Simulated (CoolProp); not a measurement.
Carbon dioxide at 274.18 K and 12.1 MPa flows at 2.8 m/s in a round tube of 10 mm bore and 1.5 µm roughness, fully developed (64/Re and Nu = 3.66 if laminar; Colebrook and Gnielinski if turbulent). Each further row changes one setting.

Model: reference Helmholtz-energy equation of state, Span 1996, in CoolProp.

```json
[
 {"case": "as stated", "Reynolds number": "___", "Darcy friction factor": "___", "pressure drop (Pa/m)": "___", "heat-transfer coefficient (W/(m² K))": "___", "mass flow (kg/h)": "776"},
 {"case": "velocity 5.6 m/s", "Reynolds number": "469000", "Darcy friction factor": "0.0151", "pressure drop (Pa/m)": "23200", "heat-transfer coefficient (W/(m² K))": "___", "mass flow (kg/h)": "1550"},
 {"case": "diameter 20 mm", "Reynolds number": "469000", "Darcy friction factor": "0.0143", "pressure drop (Pa/m)": "2740", "heat-transfer coefficient (W/(m² K))": "7810", "mass flow (kg/h)": "3110"}
]
```

Complete the blanks.


- as stated, Reynolds number: 234000
- as stated, Darcy friction factor: 0.0164
- as stated, pressure drop (Pa/m): 6300
- as stated, heat-transfer coefficient (W/(m² K)): 8790
- velocity 5.6 m/s, heat-transfer coefficient (W/(m² K)): 16400

Viscosity comes from a separate model (Laesecke 2017). Thermal conductivity comes from a separate model (Huber 2016).
